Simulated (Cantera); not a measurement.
# Reactions in the system N-Nb-O

Source: NASA polynomial tables (part measured, part estimated), evaluated in Cantera. Values are per mole of reaction as written; species without (g) are pure solids or liquids, kept so even where they would boil at 1 bar.

3 NbO2 ⇌ 2 O3(g) + 3 Nb

```tsv
T (K)	ΔH° (kJ)	ΔS° (J/K)	ΔG° (kJ)	log10 K
523	2662.2	408.5	2448.5	-244.54
573	2660.6	405.6	2428.2	-221.35
623	2658.9	402.7	2408.0	-201.89
673	2657.1	399.9	2387.9	-185.33
723	2655.1	397.1	2368.0	-171.08
773	2652.9	394.2	2348.2	-158.67
823	2650.4	391.1	2328.6	-147.79
873	2647.8	387.9	2309.1	-138.16
923	2644.8	384.6	2289.8	-129.58
973	2641.6	381.3	2270.6	-121.89
1023	2638.3	378.0	2251.7	-114.97
```

2 N2O(g) + NbO2 ⇌ Nb + 4 NO(g)

| T (K) | ΔH° (kJ) | ΔS° (J/K) | ΔG° (kJ) | log10 K |
|---|---|---|---|---|
| 523 | 995.9 | 383.2 | 795.5 | -79.45 |
| 573 | 995.2 | 381.9 | 776.4 | -70.77 |
| 623 | 994.3 | 380.5 | 757.3 | -63.49 |
| 673 | 993.4 | 379.0 | 738.3 | -57.30 |
| 723 | 992.3 | 377.5 | 719.4 | -51.97 |
| 773 | 991.1 | 375.9 | 700.6 | -47.34 |
| 823 | 989.8 | 374.3 | 681.8 | -43.27 |
| 873 | 988.4 | 372.6 | 663.2 | -39.68 |
| 923 | 986.9 | 370.9 | 644.6 | -36.48 |
| 973 | 985.3 | 369.2 | 626.1 | -33.61 |
| 1023 | 983.6 | 367.5 | 607.6 | -31.03 |
